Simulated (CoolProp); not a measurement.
Computed with CoolProp (reference Helmholtz-energy equation of state, Lemmon 2006). It is a short technical equation, of lower accuracy than the large ones.

Q: For hydrogen sulfide, give the phase and the density (kg/m³), cp (kJ/(kg K)), cv (kJ/(kg K)), Joule-Thomson coefficient (K/MPa) at 378.6 K and 1.3 MPa.

A: 
- 378.6 K and 1.3 MPa: gas; density 14.8, cp 1.11, cv 0.813, Joule-Thomson coefficient 10.2
